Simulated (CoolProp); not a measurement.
Sulfur dioxide along the isotherm 251.85 °C: Z from the reference equation and from simpler models built on Tc = 157.5 °C, pc = 7.887 MPa, ω = 0.256; each cubic takes its own stable root.

Values from CoolProp's reference Helmholtz-energy equation of state, Gao 2016.

```csv
p (MPa),phase,reference
2.19,gas,0.9519
4.38,gas,0.9020
6.56,gas,0.8508
8.75,supercritical,0.7984
10.9,supercritical,0.7470
13.1,supercritical,0.6962
15.3,supercritical,0.6499
17.5,supercritical,0.6125
19.7,supercritical,0.5879
21.9,supercritical,0.5768
24.1,supercritical,0.5767
26.2,supercritical,0.5838
28.4,supercritical,0.5963
30.6,supercritical,0.6123
32.8,supercritical,0.6307
35,supercritical,0.6505
```

Q: How far does each simpler model (Redlich-Kwong, Soave-Redlich-Kwong) lie from the reference over these 16 states: mean and median of the absolute difference, and the worst?

A: 
- Redlich-Kwong: mean 3.5 %, median 3.7 %, worst +6.2 % at 251.85 °C and 35 MPa
- Soave-Redlich-Kwong: mean 8.8 %, median 10.7 %, worst +15.1 % at 251.85 °C and 26.2 MPa
